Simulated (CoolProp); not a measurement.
Vapour-liquid equilibrium of R143a (1) + R152A (2) at 247 K; x and y are mole fractions of (1).

Values from CoolProp's multi-fluid Helmholtz-energy mixture model, Lemmon and Jacobsen 2000 and Outcalt 1996; pair parameters Bell 2016.

| x | bubble pressure (MPa) | y at the bubble point | dew pressure at overall composition x (MPa) | liquid density (mol/L) |
|---|---|---|---|---|
| 0.05 | 0.1030 | 0.145 | ___ | 15.25 |
| 0.2 | ___ | 0.425 | 0.1077 | ___ |
| 0.35 | 0.1574 | 0.595 | 0.1230 | 14.55 |
| 0.5 | ___ | 0.716 | 0.1424 | 14.22 |
| 0.65 | 0.2017 | 0.813 | 0.1673 | ___ |
| 0.8 | ___ | 0.897 | 0.1987 | ___ |
| 0.95 | 0.2432 | 0.975 | 0.2364 | ___ |

### Question
What belongs in the gaps?

### Answer

- 0.05, dew pressure at overall composition x (MPa): 0.09562
- 0.2, bubble pressure (MPa): 0.1321
- 0.2, liquid density (mol/L): 14.90
- 0.5, bubble pressure (MPa): 0.1802
- 0.65, liquid density (mol/L): 13.89
- 0.8, bubble pressure (MPa): 0.2225
- 0.8, liquid density (mol/L): 13.57
- 0.95, liquid density (mol/L): 13.27

No azeotrope shows between x = 0.05 and 0.95.

The pair parameters rest on a limited set of measurements; away from them the model extrapolates.
